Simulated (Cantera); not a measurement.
A Cantera script and its output.

```python
import numpy as np
import cantera as ct

gas = ct.Solution("gri30.yaml")
gas.TPX = 525, 101325, {'CH4': 1, 'O2': 2.82, 'N2': 10.6, 'CO2': 0.6}
flame = ct.FreeFlame(gas, width=0.04)
flame.set_refine_criteria(ratio=3, slope=0.08, curve=0.16)
flame.transport_model = "mixture-averaged"
flame.solve(loglevel=0, auto=True)
z, T = flame.grid, flame.T
thick = (T[-1] - T[0]) / np.gradient(T, z).max()
show = ['CH4', 'O2', 'CO2', 'OH', 'C2H2', 'CO']
print(f"laminar burning velocity  {flame.velocity[0] * 100:.3f} cm/s")
print(f"burnt temperature         {T[-1]:.1f} K")
print(f"thermal thickness         {thick * 1e3:.4f} mm")
print(f"grid points               {len(z)}")
z0 = z[flame.heat_release_rate.argmax()]
print(f"{'z/mm':>9s}{'T/K':>9s}{'u/(m/s)':>9s}" + "".join(f"{s:>11s}" for s in show))
rows = []
for k in (-3, -2, -1.5, -1, -0.5, -0.25, 0, 0.25, 0.5, 1, 2, 4, 8):
    zz = z0 + k * thick
    rows.append([k * thick, np.interp(zz, z, T), np.interp(zz, z, flame.velocity),
                 *(np.interp(zz, z, flame.X[gas.species_index(s)]) for s in show)])
    print(f"{rows[-1][0] * 1e3:9.3f}{rows[-1][1]:9.1f}{rows[-1][2]:9.3f}" + "".join(f"{x:11.3e}" for x in rows[-1][3:]))
```

Result:

```
laminar burning velocity  50.065 cm/s
burnt temperature         1942.2 K
thermal thickness         0.5308 mm
grid points               133
     z/mm      T/K  u/(m/s)        CH4         O2        CO2         OH       C2H2         CO
   -1.592    525.4    0.501  6.651e-02  1.876e-01  3.993e-02  6.756e-12  8.884e-10  7.550e-06
   -1.062    529.3    0.505  6.616e-02  1.872e-01  3.990e-02  6.377e-10  1.281e-08  8.217e-05
   -0.796    541.4    0.518  6.527e-02  1.862e-01  3.991e-02  8.825e-09  6.243e-08  3.311e-04
   -0.531    604.0    0.579  6.121e-02  1.811e-01  4.028e-02  2.115e-07  4.375e-07  1.763e-03
   -0.265    908.8    0.878  4.293e-02  1.546e-01  4.465e-02  1.318e-05  3.486e-06  1.003e-02
   -0.133   1224.5    1.189  2.396e-02  1.239e-01  5.216e-02  1.480e-04  8.510e-06  1.983e-02
    0.000   1543.2    1.502  5.564e-03  8.809e-02  6.484e-02  1.461e-03  1.310e-05  2.838e-02
    0.133   1680.2    1.632  3.264e-04  6.901e-02  7.801e-02  3.945e-03  1.213e-06  2.383e-02
    0.265   1732.9    1.676  1.091e-05  6.312e-02  8.670e-02  4.878e-03  2.008e-08  1.677e-02
    0.531   1796.6    1.730  1.576e-08  5.930e-02  9.464e-02  5.012e-03  7.043e-12  9.934e-03
    1.062   1859.5    1.784  5.863e-13  5.694e-02  9.961e-02  4.320e-03  6.041e-17  5.613e-03
    2.123   1905.3    1.823  1.317e-18  5.558e-02  1.028e-01  3.156e-03  1.091e-22  2.796e-03
    4.246   1930.2    1.844  2.187e-20  5.497e-02  1.047e-01  2.071e-03  6.263e-25  1.149e-03
```

Detailed kinetics in Cantera: GRI-Mech 3.0 (53 species, 325 reactions). Burning velocities carry a grid error of a few per cent, more on coarse grids.
